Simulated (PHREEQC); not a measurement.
Solution (25 °C): 0.0062 mol/kgw CdCl2, 5.9e-05 mol/kgw CuCl2, 0.13 mol/kgw HCl and 0.27 mol/kgw NaCl. Closed to the air; pH follows from the charge balance.

Model: ion-association model, wateq4f.dat, run in PHREEQC.

Precipitation was switched off in this run.

Task: Estimate the pH, activity of water.

Result: pH 1.00; activity of water 0.986.

Task: In which forms is Cu present?

Result: Cu+2 76 %, CuCl+ 22 %, CuCl2 1.9 % of the Cu.

Species that the database lacks are ignored.
